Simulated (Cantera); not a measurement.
An adiabatic, constant-pressure homogeneous reactor starts with CH4 : O2 : N2 : H2O = 1 : 3.92 : 29.8 : 3.7 (molar parts), equivalence ratio 0.51, at 1000 K and 1.20 bar.

Model: GRI-Mech 3.0 (53 species, 325 reactions), integrated in Cantera.

x: mole fraction; the columns are a selection and need not sum to one.

```csv
t (s),T (K),x CH4,x O2,x H2O,x H2,x CO2
5.00e-6,1000,0.0260,0.102,0.0963,<1e-12,<1e-12
1.26e-5,1000,0.0260,0.102,0.0963,<1e-12,<1e-12
3.16e-5,1000,0.0260,0.102,0.0963,<1e-12,<1e-12
7.93e-5,1000,0.0260,0.102,0.0963,<1e-12,<1e-12
0.000199,1000,0.0260,0.102,0.0963,<1e-12,<1e-12
0.000501,1000,0.0260,0.102,0.0963,<1e-12,<1e-12
0.00126,1000,0.0260,0.102,0.0963,4.08e-12,<1e-12
0.00316,1000,0.0260,0.102,0.0963,2.66e-11,<1e-12
0.00795,1000,0.0260,0.102,0.0963,2.01e-10,<1e-12
0.0200,1000,0.0260,0.102,0.0963,___,1.36e-12
0.0502,1000,0.0260,0.102,0.0963,___,4.11e-11
0.126,1000,0.0260,0.102,0.0963,___,3.84e-10
0.317,1000,0.0260,0.102,0.0963,___,2.33e-9
0.796,1001,0.0259,0.102,0.0964,___,5.22e-8
2.00,1574,<1e-12,0.0499,0.148,___,0.0260
```

**Question.** Complete the blanks.

**Answer.** 
- 0.0200, x H2: 1.98e-9
- 0.0502, x H2: 2.34e-8
- 0.126, x H2: 1.59e-7
- 0.317, x H2: 9.14e-7
- 0.796, x H2: 1.07e-5
- 2.00, x H2: 2.96e-6
